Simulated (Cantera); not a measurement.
Feed: 1 mol SiCl4, 0.16 mol O3, equilibrated at 302 °C and 9000 Pa.

Equilibrium computed with Cantera from the NASA thermochemical tables; the gas is ideal and each condensed phase is pure. Candidate condensed phases: Si, SiO2; 15 gas species. The numbers say what is thermodynamically allowed, not how fast it happens.

Base state: SiCl4 0.613, Cl2 0.387 (mole fractions); condensed: SiO2(α-quartz).

### Question
What changes in the equilibrium state with this change: temperature from 302 °C to 1325 °C?

### Answer
```
species               before     after
-------------------  -------  --------
SiCl4                  0.613     0.556
Cl2                    0.387     0.259
Cl                   1.39e-8     0.184
SiCl3                  <1e-9  0.000414
SiO2(α-quartz), mol    0.240         0
SiO2(β-quartz), mol        0     0.240
```
The tables' values for SiCl3 are old estimates; treat these amounts as uncertain. The tables hold silica as quartz up to 1696 K and as liquid above; real silica turns to tridymite and cristobalite and melts near 1996 K.
